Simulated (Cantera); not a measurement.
Input (Python, Cantera) and output of one run.

```python
import numpy as np
import cantera as ct

gas_names = """
    H HNO HNO2 HNO3 HO2 H2 H2O H2O2 N NH NH2 NH3 NH2OH NO NO2 NO3 N2 N2H2 N2H4 N2O O OH O2 O3 Si SiH
    SiH2 SiH3 SiH4 SiN SiO SiO2 Si2 Si2N Si3
""".split()
cond_names = """
    H2O(s) H2O(L) Si(cr) Si(L) SiO2(Lqz) SiO2(hqz) SiO2(L) Si2N2O(s) Si3N4(a)
""".split()


# ... load() reads the species with a 1 bar reference pressure and builds the phases ...
atoms = {
    'Si': {'Si': 1},
    'N2O': {'N': 2, 'O': 1},
    'H2': {'H': 2},
}
top_T = {'Si2N2O(s)': 2100, 'Si3N4(a)': 2400}  # K; cautious upper limits of use, not melting points


# ... equilibrate(T, P, feed) seeds the gas with the atoms and calls Mixture.equilibrate('TP', solver="vcs", rtol=1e-11, max_steps=5000) ...
results = []
feed = {'Si': 1, 'N2O': 0.039, 'H2': 1.1}  # mol
T = 1748  # K
P = 13332.2  # Pa
mix = equilibrate(T, P, feed)
results.append((T, P, feed, dict(zip(mix.species_names, mix.species_moles))))
print(gas.report(threshold=1e-05))
for i in range(1, mix.n_phases):
    print(f"{mix.phase(i).name:16s} {mix.phase_moles(i):12.5e} mol")
```

Output:

```
       temperature   1748 K
          pressure   13332 Pa
           density   0.0021866 kg/m^3
  mean mol. weight   2.3836 kg/kmol
   phase of matter   gas

                          1 kg             1 kmol
                     ---------------   ---------------
          enthalpy        1.8511e+07        4.4124e+07  J
   internal energy        1.2414e+07         2.959e+07  J
           entropy             84777        2.0207e+05  J/K
    Gibbs function       -1.2968e+08        -3.091e+08  J
 heat capacity c_p             13985             33335  J/K
 heat capacity c_v             10497             25021  J/K

                      mass frac. Y      mole frac. X     chem. pot. / RT
                     ---------------   ---------------   ---------------
                 H         0.0002631        0.00062215           -10.543
                H2           0.83609           0.98855           -21.086
                N2          0.063405         0.0053949           -33.733
                Si        0.00012863        1.0917e-05           -5.0936
              SiH2        0.00025621        2.0289e-05            -26.18
               SiO          0.099764         0.0053942           -43.327
     [  +29 minor]        8.9301e-05        7.3147e-06

Si(L)             9.27961e-01 mol
SiO2(L)           0.00000e+00 mol
Si2N2O(s)         3.29985e-02 mol
Si3N4(a)          0.00000e+00 mol
```

Cantera equilibrium calculation (NASA polynomials, part measured and part estimated; ideal gas, pure solids and liquids). Mutual solubility and eutectic melting of coexisting phases are not modelled. Gases not in the tables: Si2H6 and higher silanes.
